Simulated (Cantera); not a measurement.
A freely propagating, adiabatic, planar premixed flame of CH4 : O2 : N2 : H2O = 1 : 1.54 : 5.78 : 0.49 (molar parts), equivalence ratio 1.3, unburnt at 575 K and 113 Torr; mixture-averaged transport, grid criteria slope 0.08 and curve 0.16, no radiation.

Cantera simulation using GRI-Mech 3.0 (53 species, 325 reactions); the numbers are that mechanism's predictions, not measurements. Burning velocities carry a grid error of a few per cent, more on coarse grids.

```json
[
 {"quantity": "laminar burning velocity", "before": "121 cm/s", "after": "155 cm/s"},
 {"quantity": "thermal thickness", "before": "2.17 mm", "after": "2.04 mm"},
 {"quantity": "peak x(HCO)", "before": "6.62e-5", "after": "7.53e-5"},
 {"quantity": "peak x(OH)", "before": "0.00637", "after": "0.00721"},
 {"quantity": "peak x(CO)", "before": "0.0713", "after": "0.0725"}
]
```

**Question.** What was changed between the two runs?
(A) inlet temperature 575 to 650 K
(B) O2 1.54 to 2 parts
(C) inlet temperature 575 to 375 K
(D) inlet temperature 575 to 300 K

**Answer.** A, inlet temperature 575 to 650 K
